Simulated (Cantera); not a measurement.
Input (Python, Cantera) and output of one run.

```python
import numpy as np
import cantera as ct

gas_names = """
    AL ALH ALO ALOH ALO2 ALO2H AL2 AL2O AL2O2 H HALO HO2 H2 H2O H2O2 O OH O2 O3
""".split()
cond_names = """
    AL(cr) AL(L) AL2O3(a) AL2O3(L) H2O(s) H2O(L)
""".split()


def load(file, names, dense=False):
    # The tables refer to 1 bar. Condensed volumes are neglected.
    table = {s.name: s for s in ct.Species.list_from_file(file)}
    out = []
    for n in names:
        d = dict(table[n].input_data)
        d["thermo"] = dict(d["thermo"], **{"reference-pressure": 1e5})
        if dense:
            d["equation-of-state"] = {"model": "constant-volume", "density": "1e6 g/cm^3"}
        out.append(ct.Species.from_dict(d))
    return out


gas = ct.Solution(thermo="ideal-gas", species=load("nasa_gas.yaml", gas_names))
cond = {s.name: ct.Solution(thermo="fixed-stoichiometry", species=[s], name=s.name)
        for s in load("nasa_condensed.yaml", cond_names, dense=True)}
atoms = {
    'Al2O3': {'AL': 2, 'O': 3},
    'H2': {'H': 2},
}
top_T = {}  # K; cautious upper limits of use, not melting points


def equilibrate(T, P, feed):
    n = {}
    for name, mol in feed.items():
        for a, k in atoms[name].items():
            n[a] = n.get(a, 0.0) + k * mol
    gas.TPX = T, P, n
    mass = sum(n.values()) * gas.mean_molecular_weight
    gas.equilibrate("TP")
    valid = [c for c in cond.values() if c.min_temp <= T <= top_T.get(c.name, c.max_temp)]
    mix = ct.Mixture([(gas, mass / gas.mean_molecular_weight)] + [(c, 0.0) for c in valid])
    mix.T, mix.P = T, P
    mix.equilibrate("TP", solver="vcs", rtol=1e-11, max_steps=5000)
    return mix


results = []
feed = {'Al2O3': 1, 'H2': 2.7}  # mol
T = 1623.15  # K
P = 35  # Pa
mix = equilibrate(T, P, feed)
results.append((T, P, feed, dict(zip(mix.species_names, mix.species_moles))))
x = sorted(zip(gas.X, gas.species_names), reverse=True)
print(f"T = {T:g} K  P = {P:g} Pa  gas = {mix.phase_moles(0):.4g} mol")
print("   x: " + "  ".join(f"{s} {v:.3e}" for v, s in x if v > 0.0001))
print("   condensed (mol): " + ("  ".join(f"{mix.phase(i).name} {mix.phase_moles(i):.4g}"
      for i in range(1, mix.n_phases) if mix.phase_moles(i) > 1e-12) or "none"))
```

Output:

```
T = 1623.15 K  P = 35 Pa  gas = 2.705 mol
   x: H2 9.963e-01  H 3.693e-03
   condensed (mol): AL2O3(a) 1
```

Cantera equilibrium calculation (NASA polynomials, part measured and part estimated; ideal gas, pure solids and liquids).
